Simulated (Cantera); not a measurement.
A closed system holds: 1 mol Si₃N₄, 46 mol HCl, 0.35 mol H₂, 35 mol Cl₂, at 900 K and 0.100 bar.

Equilibrium computed with Cantera from the NASA thermochemical tables; the gas is ideal and each condensed phase is pure. Candidate condensed phases: NH₄Cl, Si, Si₃N₄; 28 gas species. The numbers say what is thermodynamically allowed, not how fast it happens.

Base state: HCl 0.581, Cl₂ 0.356, SiCl₄ 0.0373, N₂ 0.0249, Cl 0.000140 (mole fractions); condensed: gas only.

Task: What changes in the equilibrium state with this change: Si₃N₄ replaced by AlN?

Result: 
```json
[
 {"species": "HCl", "before": "0.581", "after": "0.574"},
 {"species": "Cl₂", "before": "0.356", "after": "0.407"},
 {"species": "AlCl₃", "before": "0", "after": "0.0123"},
 {"species": "SiCl₄", "before": "0.0373", "after": "0"},
 {"species": "N₂", "before": "0.0249", "after": "0.00615"},
 {"species": "Cl", "before": "0.000140", "after": "0.000149"}
]
```
Further candidate phases: Al, AlCl₃, AlN.
